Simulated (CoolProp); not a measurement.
Dodecamethylpentasiloxane (MD3M) along the isobar 228 kPa: Z from the reference equation and from simpler models built on Tc = 628.0 K, pc = 954.0 kPa, ω = 0.730; each cubic takes its own stable root.

Values from CoolProp's reference Helmholtz-energy equation of state, Thol 2019.

```csv
T (K),phase,reference,van der Waals,Redlich-Kwong,Peng-Robinson
454,liquid,0.03259,0.05912,0.04083,0.03250
469.1,liquid,0.03232,0.8336,0.04069,0.03219
484.2,liquid,0.03213,0.8478,0.04072,0.03202
499.3,liquid,0.03204,0.8603,0.04096,0.03199
514.4,liquid,0.03205,0.8712,0.8358,0.03213
529.5,liquid,0.03221,0.8809,0.8509,0.03251
544.6,gas,0.8130,0.8896,0.8641,0.8268
559.6,gas,0.8379,0.8973,0.8756,0.8456
574.7,gas,0.8583,0.9043,0.8858,0.8620
589.8,gas,0.8752,0.9107,0.8949,0.8762
604.9,gas,0.8894,0.9164,0.9030,0.8886
620,gas,0.9015,0.9217,0.9103,0.8996
```

At some of these states van der Waals, Redlich-Kwong gives the other phase, because its saturation line lies elsewhere.
